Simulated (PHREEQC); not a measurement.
Solution (25 °C): 50 mmol/kgw HF. Closed to the air; pH follows from the charge balance.

Computed with PHREEQC (ion-association model, wateq4f.dat).

Precipitation was switched off in this run.

Question: Order these F species by the share of F that they hold, largest first: H2F2, HF, F-, HF2-.

Answer: HF (73 %), H2F2 (14 %), F- (10.0 %), HF2- (2.8 %)

The pH is 2.27 and the ionic strength 0.00570 mol/kgw. Complexes and solids missing from the database can't appear. wateq4f.dat counts part of the HF as a dimer, H2F2, which phreeqc.dat doesn't know; its constant is uncertain.
